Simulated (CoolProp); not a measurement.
Vapour-liquid equilibrium of carbon dioxide (1) + sulfur dioxide (2) at -36.45 °C; x and y are mole fractions of (1).

Computed with CoolProp (multi-fluid Helmholtz-energy mixture model, Span 1996 and Gao 2016; pair parameters Bell 2016).

| x | bubble pressure (MPa) | y at the bubble point | dew pressure at overall composition x (MPa) | liquid density (mol/L) |
|---|---|---|---|---|
| 0.05 | 0.09973 | 0.742 | (withheld) | 23.99 |
| 0.2 | 0.3097 | 0.925 | 0.03315 | 24.32 |
| 0.35 | 0.4952 | (withheld) | 0.04069 | (withheld) |
| 0.5 | 0.6534 | 0.973 | 0.05263 | 24.90 |
| 0.65 | 0.7922 | 0.982 | 0.07448 | (withheld) |
| 0.8 | 0.9275 | 0.989 | 0.1273 | 25.18 |
| 0.95 | 1.082 | 0.997 | 0.4297 | 25.12 |

Q: Some entries are withheld; supply them.

A: 
- 0.05, dew pressure at overall composition x (MPa): 0.02796
- 0.35, y at the bubble point: 0.959
- 0.35, liquid density (mol/L): 24.63
- 0.65, liquid density (mol/L): 25.09

No azeotrope shows between x = 0.05 and 0.95.

The pair parameters rest on a limited set of measurements; away from them the model extrapolates. The gap from Raoult's law changes sign with composition, which may be real or a fault of the pair parameters; it wasn't checked against measurements.
